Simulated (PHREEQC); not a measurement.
0.59 g of hydrous ferric oxide (600 m²/g; 0.2 weak and 0.005 strong sites per Fe, Dzombak-Morel constants, diffuse double layer) in 1 kg of water with 0.001 mol/kgw of an inert sodium salt and 3.4e-06 mol H3BO3, at 25 °C; the pH is set by adding NaOH or the inert anion's acid. Oxygen alone is held at its pressure in air (log pO2 = -0.68). The system is closed to CO2. Precipitation was switched off in this run.

Base run: PHREEQC, ion-association model, wateq4f.dat. Each further column changes one thing. The table gives surface charge σ (C/m²).

```json
[
 {"pH": "4", "base": "0.124", "background salt from 0.001 to 0.0001 mol/kgw": "0.079", "oxide from 0.59 to 2.9 g/kgw": "0.149", "0.00036 mol/kgw Na2SeO4 added": "0.065"},
 {"pH": "4.67", "base": "0.070", "background salt from 0.001 to 0.0001 mol/kgw": "0.034", "oxide from 0.59 to 2.9 g/kgw": "0.082", "0.00036 mol/kgw Na2SeO4 added": "0.035"},
 {"pH": "5.33", "base": "0.038", "background salt from 0.001 to 0.0001 mol/kgw": "0.015", "oxide from 0.59 to 2.9 g/kgw": "0.042", "0.00036 mol/kgw Na2SeO4 added": "0.019"},
 {"pH": "6", "base": "0.019", "background salt from 0.001 to 0.0001 mol/kgw": "0.007", "oxide from 0.59 to 2.9 g/kgw": "0.020", "0.00036 mol/kgw Na2SeO4 added": "0.012"},
 {"pH": "6.67", "base": "0.009", "background salt from 0.001 to 0.0001 mol/kgw": "0.003", "oxide from 0.59 to 2.9 g/kgw": "0.009", "0.00036 mol/kgw Na2SeO4 added": "0.008"},
 {"pH": "7.33", "base": "0.004", "background salt from 0.001 to 0.0001 mol/kgw": "0.001", "oxide from 0.59 to 2.9 g/kgw": "0.004", "0.00036 mol/kgw Na2SeO4 added": "0.004"},
 {"pH": "8", "base": "0.000", "background salt from 0.001 to 0.0001 mol/kgw": "0.000", "oxide from 0.59 to 2.9 g/kgw": "0.000", "0.00036 mol/kgw Na2SeO4 added": "0.001"},
 {"pH": "8.67", "base": "-0.003", "background salt from 0.001 to 0.0001 mol/kgw": "-0.001", "oxide from 0.59 to 2.9 g/kgw": "-0.003", "0.00036 mol/kgw Na2SeO4 added": "-0.004"},
 {"pH": "9.33", "base": "-0.007", "background salt from 0.001 to 0.0001 mol/kgw": "-0.003", "oxide from 0.59 to 2.9 g/kgw": "-0.007", "0.00036 mol/kgw Na2SeO4 added": "-0.010"},
 {"pH": "10", "base": "-0.016", "background salt from 0.001 to 0.0001 mol/kgw": "-0.007", "oxide from 0.59 to 2.9 g/kgw": "-0.016", "0.00036 mol/kgw Na2SeO4 added": "-0.021"},
 {"pH": "10.67", "base": "-0.036", "background salt from 0.001 to 0.0001 mol/kgw": "-0.024", "oxide from 0.59 to 2.9 g/kgw": "-0.038", "0.00036 mol/kgw Na2SeO4 added": "-0.044"},
 {"pH": "11.33", "base": "-0.086", "background salt from 0.001 to 0.0001 mol/kgw": "-0.077", "oxide from 0.59 to 2.9 g/kgw": "-0.092", "0.00036 mol/kgw Na2SeO4 added": "-0.095"},
 {"pH": "12", "base": "-0.201", "background salt from 0.001 to 0.0001 mol/kgw": "-0.198", "oxide from 0.59 to 2.9 g/kgw": "-0.207", "0.00036 mol/kgw Na2SeO4 added": "-0.206"}
]
```
